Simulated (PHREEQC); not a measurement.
Make-up at 20 °C: 0.24 mol/kgw ZnCl2 and 0.041 mol/kgw MgCl2. Closed to the air; pH follows from the charge balance.

The numbers come from PHREEQC with the ion-association model, wateq4f.dat.

No solid was allowed to form.

What pH does the model give?

pH 4.77.

In which forms is Cl present?

Cl- 86 %, ZnCl+ 7.7 %, ZnCl2 2.5 %, ZnCl3- 2.3 %, ZnCl4-2 1.5 % of the Cl.

Caution: at this ionic strength the ion-association model is outside its range; a Pitzer model would be the better tool where its parameters exist. Complexes and solids missing from the database can't appear.
